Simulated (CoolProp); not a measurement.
Cyclopropane at several states: density (kg/m³) from the reference equation and from simpler models built on Tc = 398.7 K, pc = 5.605 MPa, ω = 0.131; each cubic takes its own stable root.

The numbers come from the reference Helmholtz-energy equation of state, Polt 1992 in CoolProp. This equation is an older, rougher fit; its heat capacities, sound speeds and derivatives of the liquid may be far off and weren't checked against measurements.

```
T (K)  p (MPa)   phase  reference
-----  -------  ------  ---------
452.2    0.111     gas      1.248
403.8     2.34     gas      34.62
389.1     10.2  liquid      479.4
304         28  liquid      657.9
```

Task: How far does each simpler model (van der Waals, Redlich-Kwong, Soave-Redlich-Kwong, Peng-Robinson) lie from the reference over these 4 states: mean and median of the absolute difference, and the worst?

Result: 
- van der Waals: mean 16.2 %, median 16.1 %, worst -32.7 % at 304 K and 28 MPa
- Redlich-Kwong: mean 4.9 %, median 3.6 %, worst -12.3 % at 389.1 K and 10.2 MPa
- Soave-Redlich-Kwong: mean 4.5 %, median 3.2 %, worst -11.8 % at 389.1 K and 10.2 MPa
- Peng-Robinson: mean 2.2 %, median 1.6 %, worst +5.4 % at 304 K and 28 MPa
